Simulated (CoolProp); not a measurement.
Values from CoolProp's reference Helmholtz-energy equation of state, Eisenbach 2021.

For propylene glycol, give the phase and the density (kg/m³), isothermal compressibility (1/MPa), expansivity (1/kK), fugacity coefficient at 1.45 °C and 604 kPa; 34.45 °C and 604 kPa.


- 1.45 °C and 604 kPa: liquid; density 1050, isothermal compressibility 0.000440, expansivity 0.710, fugacity coefficient 2.94e-6
- 34.45 °C and 604 kPa: liquid; density 1030, isothermal compressibility 0.000509, expansivity 0.747, fugacity coefficient 6.72e-5
